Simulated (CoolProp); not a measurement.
The fluid at 272.33 K and 0.131 MPa flows at 10 m/s in a round tube of 2 mm bore and 1.5 µm roughness, fully developed (64/Re and Nu = 3.66 if laminar; Colebrook and Gnielinski if turbulent). The same conditions are run with several fluids, on thermodynamics alone (safety and materials aside).

The numbers come from the reference Helmholtz-energy equation of state of each fluid (propylene: Lemmon 2013; dry air: Lemmon 2000; R22: Kamei 1995; R13: Platzer 1990; R125: Lemmon 2005) in CoolProp. The equations of Platzer and Polt are older, rougher fits. Blends and air are pseudo-pure fits.

```
fluid      Reynolds number  Darcy friction factor  pressure drop (Pa/m)  heat-transfer coefficient (W/(m² K))  mass flow (kg/h)
---------  ---------------  ---------------------  --------------------  ------------------------------------  ----------------
propylene             6420                 0.0358                  2230                                   [?]             0.282
dry air               1950                 0.0328                  1370                                  44.5             0.190
R22                   8170                 0.0336                   [?]                                   136             0.581
R13                   9330                 0.0326                  5000                                   160               [?]
R125                   [?]                 0.0306                   [?]                                   [?]             0.807
```

Problem. What belongs in the gaps?

Solution. 
- propylene, heat-transfer coefficient (W/(m² K)): 159
- R22, pressure drop (Pa/m): 4320
- R13, mass flow (kg/h): 0.695
- R125, Reynolds number: 12100
- R125, pressure drop (Pa/m): 5470
- R125, heat-transfer coefficient (W/(m² K)): 222

Transport values come from each fluid's own correlations; those of propylene, R22, R13 are estimates that may be off by 10 % or more.
